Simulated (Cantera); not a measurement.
A closed system holds: 1 mol Fe(CO)₅, a varied amount of N₂, held at 752 °C and 22000 Pa.

Equilibrium computed with Cantera from the NASA thermochemical tables; the gas is ideal and each condensed phase is pure. Candidate condensed phases: C, Fe, Fe(CO)₅, FeO, Fe₂O₃, Fe₃O₄; 27 gas species. Condensed phases not in the tables: cementite and carbon dissolved in iron. Rates play no part.

x: gas mole fraction; n: condensed amount in mol.

| n(N₂) (mol) | x N₂ | x CO | x CO₂ | n C(graphite) | n Fe(α) |
|---|---|---|---|---|---|
| 0.31 | 0.0618 | 0.880 | 0.0586 | 0.294 | 1.00 |
| 0.54 | … | 0.843 | … | 0.283 | 1.00 |
| 0.94 | 0.166 | 0.787 | 0.0469 | 0.266 | 1.00 |
| 1.6 | 0.252 | 0.710 | 0.0382 | 0.243 | 1.00 |
| 2.8 | 0.369 | 0.604 | 0.0276 | 0.209 | 1.00 |
| 4.9 | … | … | … | … | 1.00 |
| 8.5 | 0.636 | 0.355 | 0.00953 | 0.127 | 1.00 |
| 15 | 0.753 | 0.242 | 0.00444 | 0.0884 | 1.00 |
| 26 | 0.840 | 0.158 | 0.00189 | 0.0583 | 1.00 |
| 44 | 0.899 | 0.101 | 0.000766 | 0.0375 | 1.00 |
| 77 | 0.939 | 0.0604 | 0.000276 | 0.0227 | 1.00 |

Question: Some entries are withheld; supply them.

Answer: 
- 4.9, x N₂: 0.504
- 4.9, x CO: 0.479
- 4.9, x CO₂: 0.0174
- 4.9, n C(graphite): 0.169
- 0.54, x N₂: 0.103
- 0.54, x CO₂: 0.0538
